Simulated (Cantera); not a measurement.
A Cantera script and its output.

```python
import numpy as np
import cantera as ct

gas = ct.Solution("gri30.yaml")
gas.TPX = 1800, 15, {'CH4': 1, 'N2': 1.3}
inlet = ct.Reservoir(gas, clone=True)

reactor = ct.IdealGasConstPressureReactor(gas, energy="off", clone=False)
exhaust = ct.Reservoir(gas, clone=True)
tau = [2.4, 0.61, 0.16, 0.04, 0.01, 0.0027, 0.00069][0]
for a, b in ((inlet, reactor), (reactor, exhaust)):
    ct.MassFlowController(a, b, mdot=lambda t: reactor.mass / tau)
net = ct.ReactorNet([reactor])
show = ['CH4', 'CH3', 'H2', 'H', 'C2H2', 'C2H', 'C2H4']

rows = []
print(f"{'tau/s':>10s}{'T/K':>9s}" + "".join(f"{s:>11s}" for s in show))
for tau in [2.4, 0.61, 0.16, 0.04, 0.01, 0.0027, 0.00069]:
    net.initial_time = 0.0
    net.advance(30 * tau)
    before = gas.X
    net.advance(40 * tau)
    drift = np.max(np.abs(gas.X - before) / (gas.X + 1e-9))
    rows.append([gas.T, *gas[show].X, drift])
    print(f"{tau:10.3e}{gas.T:9.1f}" + "".join(f"{x:11.3e}" for x in gas[show].X))
```

It prints:

```
     tau/s      T/K        CH4        CH3         H2          H       C2H2        C2H       C2H4
 2.400e+00   1800.0  2.211e-01  6.745e-03  2.132e-01  3.707e-04  6.420e-02  9.766e-07  8.580e-03
 6.100e-01   1800.0  3.916e-01  5.515e-03  3.692e-02  4.756e-05  6.657e-03  7.492e-08  7.057e-03
 1.600e-01   1800.0  4.318e-01  1.744e-03  1.646e-03  4.176e-06  5.371e-05  1.053e-09  3.037e-04
 4.000e-02   1800.0  4.342e-01  4.386e-04  2.297e-04  2.214e-06  2.136e-07  3.686e-12  5.196e-06
 1.000e-02   1800.0  4.347e-01  1.083e-04  5.332e-05  2.046e-06  7.186e-10  3.545e-15  7.119e-08
 2.700e-03   1800.0  4.347e-01  2.796e-05  1.306e-05  1.855e-06  2.408e-12  2.951e-18  8.906e-10
 6.900e-04   1800.0  4.348e-01  6.260e-06  2.449e-06  1.361e-06  3.840e-15  8.865e-22  5.590e-12
```

Model: GRI-Mech 3.0 (53 species, 325 reactions), integrated in Cantera. GRI-Mech 3.0 stops at C3 and has no aromatics, soot or wall deposition, so with more carbon than oxygen in the feed, carbon stays in small species such as C2H2 where larger ones or solid carbon would form. Radical loss at walls, strong at low pressure, is not modelled.
